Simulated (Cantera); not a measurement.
Feed: 1 mol SiF4, 0.97 mol O3, 0.41 mol H2, held at 1.33 mbar.

Method: chemical equilibrium by Gibbs-energy minimisation in Cantera with the NASA 1993 tables (ideal gas, pure condensed phases). Candidate condensed phases: H2O, Si, SiO2; 38 gas species. Equilibrium is a limit: real reactors are often held back by kinetics, nucleation or transport. All values below are at 625 °C.

Base state: O2 0.440, SiF4 0.290, HF 0.251, H2O 0.0190 (mole fractions); condensed: SiO2(β-quartz).

**Question.** What changes in the equilibrium state with this change: O3 from 0.97 to 0.17 mol?

**Answer.** 
| species | before | after |
|---|---|---|
| SiF4 | 0.290 | 0.507 |
| HF | 0.251 | 0.421 |
| H2O | 0.0190 | 0.0406 |
| O2 | 0.440 | 0.0306 |
| SiO2(β-quartz), mol | 0.178 | 0.172 |
